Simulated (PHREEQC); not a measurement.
Consider water at 25 °C with 0.14 mol ZnSO4, 0.098 mol MgSO4, 0.21 mol H2SO4 and 0.00022 mol NaCl per kg of water. Closed to the air; pH follows from the charge balance.

Equilibrium calculation in PHREEQC: ion-association model, phreeqc.dat.

This is a speciation only: nothing precipitates in the calculation.

Task: What pH, ionic strength, density does the model give?

Result: pH 0.88; ionic strength 0.667 mol/kgw; density 1.042 g/cm³.

Task: In which forms is Cl present?

Result: Cl- 96 %, ZnCl+ 3.9 % of the Cl.
